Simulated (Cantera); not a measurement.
A Cantera script and its output.

```python
import numpy as np
import cantera as ct

gas = ct.Solution("h2o2.yaml")
gas.TPX = 1300, 380, {'H2': 0.26, 'O2': 1}
reactor = ct.IdealGasConstPressureReactor(gas, energy="off", clone=False)
net = ct.ReactorNet([reactor])
net.rtol, net.atol = 1e-08, 1e-18
show = ['H2', 'O2', 'O', 'H2O2', 'H2O']
times = np.geomspace(5e-06, 50, 12)

steps = ct.SolutionArray(gas, extra=["t"])
rows = []
print(f"{'t/s':>10s}{'T/K':>9s}{'P/Pa':>11s}" + "".join(f"{s:>11s}" for s in show))
for t in times:
    while net.time < t:
        t_next = net.step()
        steps.append(gas.state, t=t_next)
    rows.append([np.interp(t, steps.t, y) for y in (steps.T, steps.P, *steps(*show).X.T)])
    print(f"{t:10.3e}{rows[-1][0]:9.1f}{rows[-1][1]:11.4g}" + "".join(f"{x:11.3e}" for x in rows[-1][2:]))
rate = np.gradient(steps.T, steps.t)
print("integrator steps:", len(steps.t))
if steps.T.max() > steps.T[0] + 200:
    print(f"time of steepest temperature rise: {steps.t[rate.argmax()]:.4e} s")
gas.TPX = 1300, 380, {'H2': 0.26, 'O2': 1}
gas.equilibrate("TP")
print(f"equilibrium (TP): T = {gas.T:.1f} K  " + "  ".join(f"{s} {gas[s].X[0]:.3e}" for s in show))
```

It prints:

```
       t/s      T/K       P/Pa         H2         O2          O       H2O2        H2O
 5.000e-06   1300.0        380  2.063e-01  7.937e-01  2.467e-11  3.291e-14  8.571e-13
 2.164e-05   1300.0        380  2.063e-01  7.937e-01  4.307e-10  6.176e-13  6.405e-11
 9.369e-05   1300.0        380  2.063e-01  7.937e-01  6.518e-09  1.152e-11  3.884e-09
 4.056e-04   1300.0        380  2.063e-01  7.937e-01  1.330e-07  2.135e-10  2.443e-07
 1.756e-03   1300.0        380  2.049e-01  7.928e-01  4.032e-04  3.990e-09  1.001e-03
 7.600e-03   1300.0        380  1.000e-02  6.677e-01  8.575e-02  7.445e-08  1.574e-01
 3.290e-02   1300.0        380  9.207e-03  6.799e-01  7.594e-02  7.984e-08  1.666e-01
 1.424e-01   1300.0        380  5.933e-03  7.186e-01  4.410e-02  9.419e-08  1.955e-01
 6.164e-01   1300.0        380  9.379e-04  7.619e-01  6.431e-03  6.819e-08  2.249e-01
 2.668e+00   1300.0        380  5.274e-05  7.691e-01  3.585e-04  1.757e-08  2.294e-01
 1.155e+01   1300.0        380  4.872e-06  7.697e-01  3.316e-05  3.928e-09  2.299e-01
 5.000e+01   1300.0        380  7.855e-07  7.698e-01  5.355e-06  1.069e-09  2.300e-01
integrator steps: 1950
equilibrium (TP): T = 1300.0 K  H2 3.716e-07  O2 7.699e-01  O 2.534e-06  H2O2 6.824e-10  H2O 2.300e-01
```

Model: the H2/O2 subset of GRI-Mech 3.0, which has no nitrogen chemistry, integrated in Cantera. Radical loss at walls, strong at low pressure, is not modelled. The temperature is held fixed by assumption; the heat of reaction is taken as removed at once.
